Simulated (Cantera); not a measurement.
Source: NASA polynomial tables (part measured, part estimated), evaluated in Cantera. Values are per mole of reaction as written; species without (g) are pure solids or liquids, kept so even where they would boil at 1 bar.

Question: Between 748 and 1148 K, where is each reaction favourable under standard conditions?
- 4 V + 3 NO2(g) = 2 V2O3 + 3 N(g)

Answer: 
- 4 V + 3 NO2(g) = 2 V2O3 + 3 N(g): ΔG° is -1004 kJ at 748 K and -962 kJ at 1148 K; it stays negative (K > 1). ΔH° is -1067 kJ and ΔS° -92 J/K at 1148 K.
